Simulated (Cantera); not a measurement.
# Calcination and drying: Ca(OH)2 + H2O

A closed system holds: 1 mol Ca(OH)2, 0.21 mol H2O, at 101000 Pa.

Equilibrium computed with Cantera from the NASA thermochemical tables; the gas is ideal and each condensed phase is pure. Candidate condensed phases: Ca, CaO, Ca(OH)2, H2O; 14 gas species. Kinetics and transport are ignored.

| T (K) | log p H2O | log p H2 | log p O2 | log p OH | log p H | log p Ca(OH)2 | log p O | n CaO(s) |
|---|---|---|---|---|---|---|---|---|
| 825 | 0.01 | -8.43 | -8.73 | -10.25 | <-11 | <-11 | <-11 | 1.00 |
| 975 | 0.01 | -6.82 | -7.13 | -8.27 | <-11 | -11.22 | <-11 | 1.00 |
| 1125 | 0.01 | -5.64 | -5.95 | -6.81 | -10.17 | -9.32 | -11.31 | 1.00 |
| 1275 | 0.01 | -4.73 | -5.05 | -5.70 | -8.50 | -7.88 | -9.48 | 1.00 |
| 1425 | 0.01 | -4.01 | -4.34 | -4.82 | -7.17 | -6.74 | -8.03 | 1.00 |
| 1575 | 0.01 | -3.42 | -3.77 | -4.11 | -6.09 | -5.82 | -6.85 | 1.000 |
| 1725 | 0.00 | -2.93 | -3.29 | -3.52 | -5.20 | -5.07 | -5.88 | 1.000 |
| 1875 | 0.00 | -2.52 | -2.90 | -3.03 | -4.45 | -4.44 | -5.07 | 1.000 |
| 2025 | 0.00 | -2.18 | -2.56 | -2.61 | -3.80 | -3.91 | -4.37 | 1.000 |
log p: log10 of the partial pressure in bar; n: condensed amount in mol.

From 825 K to 2025 K the condensed part is CaO(s).
